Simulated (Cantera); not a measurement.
An adiabatic, constant-volume homogeneous reactor starts with CH₃OH : O₂ : N₂ = 1 : 2.21 : 8.29 (molar parts), at 1175 K and 1.70 bar. Integrator tolerance rtol = 1e-08.

Cantera simulation using GRI-Mech 3.0 (53 species, 325 reactions); the numbers are that mechanism's predictions, not measurements. GRI-Mech 3.0 was tuned for natural gas; its chemistry of methanol as a main component is partial and can be far from experiment.

What does this change do: pressure from 1.70 bar to 1.00 bar?


```csv
quantity,before,after
time of steepest temperature rise,9.76 ms,15.5 ms
temperature at 1.00 s,2659 K,2632 K
equilibrium temperature,2659 K,2632 K
x(CH₃OH) at 1.00 s,<1e-12 (gas-phase equilibrium <1e-12),<1e-12 (gas-phase equilibrium <1e-12)
x(O₂) at 1.00 s,0.0543 (gas-phase equilibrium 0.0543),0.0551 (gas-phase equilibrium 0.0551)
x(HO₂) at 1.00 s,1.34e-5 (gas-phase equilibrium 1.34e-5),1.11e-5 (gas-phase equilibrium 1.11e-5)
x(H) at 1.00 s,0.00153 (gas-phase equilibrium 0.00153),0.00193 (gas-phase equilibrium 0.00193)
x(OH) at 1.00 s,0.0143 (gas-phase equilibrium 0.0143),0.0152 (gas-phase equilibrium 0.0152)
```

What does this change do: CH3OH 1 to 3 parts?


```tsv
quantity	before	after
time of steepest temperature rise	9.76 ms	7.66 ms
temperature at 1.00 s	2659 K	2645 K
equilibrium temperature	2659 K	2645 K
x(CH₃OH) at 1.00 s	<1e-12 (gas-phase equilibrium <1e-12)	<1e-12 (gas-phase equilibrium <1e-12)
x(O₂) at 1.00 s	0.0543 (gas-phase equilibrium 0.0543)	8.11e-5 (gas-phase equilibrium 8.11e-5)
x(HO₂) at 1.00 s	1.34e-5 (gas-phase equilibrium 1.34e-5)	1.23e-7 (gas-phase equilibrium 1.23e-7)
x(H) at 1.00 s	0.00153 (gas-phase equilibrium 0.00153)	0.00739 (gas-phase equilibrium 0.00739)
x(OH) at 1.00 s	0.0143 (gas-phase equilibrium 0.0143)	0.00307 (gas-phase equilibrium 0.00307)
```
